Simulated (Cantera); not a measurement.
An isothermal, constant-pressure homogeneous reactor starts with CH4 : N2 = 1 : 15 (molar parts), at 1325 K and 10.0 Pa. Integrator tolerance rtol = 1e-08.

Detailed kinetics in Cantera: GRI-Mech 3.0 (53 species, 325 reactions). GRI-Mech 3.0 stops at C3 and has no aromatics, soot or wall deposition, so with more carbon than oxygen in the feed, carbon stays in small species such as C2H2 where larger ones or solid carbon would form. Radical loss at walls, strong at low pressure, is not modelled.

**Question.** What does this change do: temperature 1325 to 1725 K?

**Answer.** 
```
quantity                                             before                                     after
----------------  -----------------------------------------  ----------------------------------------
x(CH4) at 100 s      0.0625 (gas-phase equilibrium 1.89e-6)   0.00406 (gas-phase equilibrium 2.13e-8)
x(CH2) at 100 s   3.46e-11 (gas-phase equilibrium 7.32e-12)   8.30e-7 (gas-phase equilibrium 1.86e-9)
x(H) at 100 s       1.06e-9 (gas-phase equilibrium 4.89e-5)  0.000268 (gas-phase equilibrium 0.00546)
x(C2H) at 100 s      <1e-12 (gas-phase equilibrium 3.06e-9)   5.59e-7 (gas-phase equilibrium 2.75e-6)
x(HCN) at 100 s       <1e-12 (gas-phase equilibrium 0.0387)    6.42e-6 (gas-phase equilibrium 0.0450)
x(C2H2) at 100 s     8.87e-9 (gas-phase equilibrium 0.0101)    0.0273 (gas-phase equilibrium 0.00684)
```

**Question.** What does this change do: pressure from 10.0 Pa to 2670 Pa?

**Answer.** 
```csv
quantity,before,after
x(CH4) at 100 s,0.0625 (gas-phase equilibrium 1.89e-6),0.0525 (gas-phase equilibrium 0.000494)
x(CH2) at 100 s,3.46e-11 (gas-phase equilibrium 7.32e-12),2.71e-10 (gas-phase equilibrium 7.24e-12)
x(H) at 100 s,1.06e-9 (gas-phase equilibrium 4.89e-5),2.86e-7 (gas-phase equilibrium 2.98e-6)
x(C2H) at 100 s,<1e-12 (gas-phase equilibrium 3.06e-9),5.06e-11 (gas-phase equilibrium 1.86e-10)
x(HCN) at 100 s,<1e-12 (gas-phase equilibrium 0.0387),1.01e-10 (gas-phase equilibrium 0.0384)
x(C2H2) at 100 s,8.87e-9 (gas-phase equilibrium 0.0101),0.00444 (gas-phase equilibrium 0.00991)
```

**Question.** What does this change do: temperature 1325 to 1700 K?

**Answer.** 
```tsv
quantity	before	after
x(CH4) at 100 s	0.0625 (gas-phase equilibrium 1.89e-6)	0.00634 (gas-phase equilibrium 2.67e-8)
x(CH2) at 100 s	3.46e-11 (gas-phase equilibrium 7.32e-12)	7.59e-7 (gas-phase equilibrium 1.43e-9)
x(H) at 100 s	1.06e-9 (gas-phase equilibrium 4.89e-5)	0.000202 (gas-phase equilibrium 0.00435)
x(C2H) at 100 s	<1e-12 (gas-phase equilibrium 3.06e-9)	3.74e-7 (gas-phase equilibrium 1.97e-6)
x(HCN) at 100 s	<1e-12 (gas-phase equilibrium 0.0387)	3.87e-6 (gas-phase equilibrium 0.0447)
x(C2H2) at 100 s	8.87e-9 (gas-phase equilibrium 0.0101)	0.0262 (gas-phase equilibrium 0.00699)
```
